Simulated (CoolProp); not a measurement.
Computed with CoolProp (reference Helmholtz-energy equation of state, Lemmon 2016).

For R227EA, give the phase and the cp (kJ/(kg K)), speed of sound (m/s), fugacity coefficient at 201.85 °C and 585 kPa; 201.85 °C and 2630 kPa.


- 201.85 °C and 585 kPa: gas; cp 1.05, speed of sound 152, fugacity coefficient 0.972
- 201.85 °C and 2630 kPa: gas; cp 1.10, speed of sound 139, fugacity coefficient 0.879
